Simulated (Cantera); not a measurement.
Input: 1 mol SiCl₄, 0.42 mol C₂H₂, 560 mol H₂, equilibrated at 1725 K.

Method: chemical equilibrium by Gibbs-energy minimisation in Cantera with the NASA 1993 tables (ideal gas, pure condensed phases). Candidate condensed phases: C, C₆H₆, C₇H₈, C₈H₁₈, Si, SiC; 109 gas species. Mutual solubility and eutectic melting of coexisting phases are not modelled. Gases not in the tables: Si₂H₆ and higher silanes. The numbers say what is thermodynamically allowed, not how fast it happens.

### Question
At 0.0320 bar, list the 6 most abundant gas species with their mole fractions, and the condensed phases.

### Answer
H₂ 0.992, HCl 0.00678, H 0.00103, SiCl₂ 0.000160, Si 3.17e-5, SiH₂ 1.71e-5. Condensed: Si(l) + SiC(s).
